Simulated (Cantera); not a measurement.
A closed system holds: 1 mol n-butane, 0.02 mol CO₂, equilibrated at 14.0 bar.

These are equilibrium values from Cantera (NASA tables, ideal gas, pure condensed phases), not measurements of a reactor. Candidate condensed phases: C, C₆H₆, C₇H₈, C₈H₁₈, H₂O; 131 gas species. Ions and electrons are included (thermal ionisation). Rates play no part. All values below are at 2227 °C.

Base state: H₂ 0.973, C₂H₂ (acetylene) 0.0105, CO 0.00793, H 0.00663, CH₄ 0.00199, CH₃ 0.000243, C₂H₄ 0.000104, C₄H₂ 4.70e-5 (mole fractions); condensed: C(graphite).

**Question.** What changes in the equilibrium state with this change: pressure from 14.0 bar to 0.100 bar?

**Answer.** 
| species | before | after |
|---|---|---|
| H₂ | 0.973 | 0.907 |
| H | 0.00663 | 0.0757 |
| C₂H₂ (acetylene) | 0.0105 | 0.00981 |
| CH₄ | 0.00199 | 1.23e-5 |
| C₂H₄ | 0.000104 | 6.46e-7 |
| CH₃ | 0.000243 | 1.85e-5 |
| C(graphite), mol | 3.86 | 3.88 |
